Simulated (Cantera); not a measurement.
**Equilibrium for metals in furnace atmospheres: Ti + CO + H2**

A closed system holds: 1 mol Ti, 0.85 mol CO, 9.5 mol H2, equilibrated at 2023 K and 1.00 Torr.

Equilibrium computed with Cantera from the NASA thermochemical tables; the gas is ideal and each condensed phase is pure. Candidate condensed phases: C, C6H6, C7H8, C8H18, H2O, Ti, TiC, TiO, TiO2, Ti2O3, Ti3O5, Ti4O7; 113 gas species. Mutual solubility and eutectic melting of coexisting phases are not modelled. TiC, TiO: taken at fixed stoichiometry. Condensed phases not in the tables: solid solutions among these carbides, nitrides and lower oxides. The numbers say what is thermodynamically allowed, not how fast it happens.

| Item | Result |
|---|---|
| x(H2) | 0.912 |
| x(H) | 0.0497 |
| x(CO) | 0.0354 |
| x(Ti) | 0.00179 |
| x(TiO) | 0.000773 |
| x(H2O) | 9.30e-6 |
| n(TiC(s)) | 0.491 mol |
| n(TiO(l)) | 0.483 mol |
| gas amount | 10.14 mol |
| log10 activity of Ti(l) (absent) | -0.75 |
| log10 activity of Ti2O3(s) (absent) | -1.53 |
| log10 activity of C(graphite) (absent) | -3.30 |
